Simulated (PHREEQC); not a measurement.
Consider water at 15 °C with 0.0016 mol KH2PO4 per kg of water. Closed to the air; pH follows from the charge balance.

Model: ion-association model, phreeqc.dat, run in PHREEQC.

| Quantity | Value |
|---|---|
| pH | 5.03 |
| ionic strength | 0.00162 mol/kgw |
| specific conductance | 131 µS/cm |

```csv
species,molality,activity,log γ
K+,0.00160,0.00153,-0.019
H2PO4-,0.00159,0.00152,-0.019
HPO4-2,1.15e-5,9.62e-6,-0.076
H+,9.65e-6,9.26e-6,-0.018
H3PO4,1.83e-6,1.83e-6,0.000
KHPO4-,3.00e-8,2.87e-8,-0.019
```

This is a speciation only: nothing precipitates in the calculation.
